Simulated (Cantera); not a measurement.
A Cantera script and its output.

```python
import numpy as np
import cantera as ct

surf = ct.Interface("diamond.yaml", "diamond_100")
gas, bulk = surf.adjacent["gas"], surf.adjacent["diamond"]
k = surf.kinetics_species_index(bulk.species_names[0])
cover = ["c6HH", "c6H*", "c6*H", "c6**", "c6HM", "c6B"]

rows, drift = [], 0.0
print(f"{'T':>10s}{'um/h':>11s}" + "".join(f"{s:>11s}" for s in cover))
for v in [950, 1000, 1050, 1100, 1150, 1200, 1250, 1300, 1350, 1400]:
    T, P, xH, xCH3 = v, 12000, 0.0046, 0.00019
    gas.TPX = T, P, {"H": xH, "CH3": xCH3, "CH4": 0.012, "H2": 1 - xH - xCH3 - 0.012}
    surf.TP = bulk.TP = T, P
    surf.coverages = "c6H*:0.1, c6HH:0.9"
    surf.advance_coverages(100.0)
    before = surf.coverages
    surf.advance_coverages(100.0)
    drift = max(drift, np.max(np.abs(surf.coverages - before) / (surf.coverages + 1e-9)))
    rate = surf.net_production_rates[k] * bulk.mean_molecular_weight / bulk.density * 3.6e9
    rows.append([rate, *surf[cover].coverages])
    print(f"{v:10.4g}{rate:11.4e}" + "".join(f"{x:11.3e}" for x in rows[-1][1:]))
```

Result:

```
         T       um/h       c6HH       c6H*       c6*H       c6**       c6HM        c6B
       950 9.0660e+00  6.216e-01  1.373e-02  3.235e-01  6.381e-03  2.669e-02  2.460e-08
      1000 1.1474e+01  5.801e-01  1.786e-02  3.634e-01  9.299e-03  2.138e-02  3.113e-08
      1050 1.3727e+01  5.406e-01  2.244e-02  3.996e-01  1.298e-02  1.686e-02  3.725e-08
      1100 1.5073e+01  5.038e-01  2.739e-02  4.321e-01  1.744e-02  1.260e-02  4.090e-08
      1150 1.4460e+01  4.703e-01  3.263e-02  4.608e-01  2.267e-02  8.391e-03  3.924e-08
      1200 1.1774e+01  4.397e-01  3.804e-02  4.854e-01  2.860e-02  4.706e-03  3.195e-08
      1250 8.6413e+00  4.117e-01  4.349e-02  5.054e-01  3.505e-02  2.239e-03  2.345e-08
      1300 6.5514e+00  3.862e-01  4.885e-02  5.207e-01  4.184e-02  9.646e-04  1.778e-08
      1350 5.6338e+00  3.636e-01  5.408e-02  5.321e-01  4.881e-02  3.999e-04  1.529e-08
      1400 5.3159e+00  3.438e-01  5.914e-02  5.403e-01  5.581e-02  1.642e-04  1.442e-08
```

Model: the Harris–Goodwin 1993 mechanism for the reconstructed diamond (100) surface, integrated in Cantera.
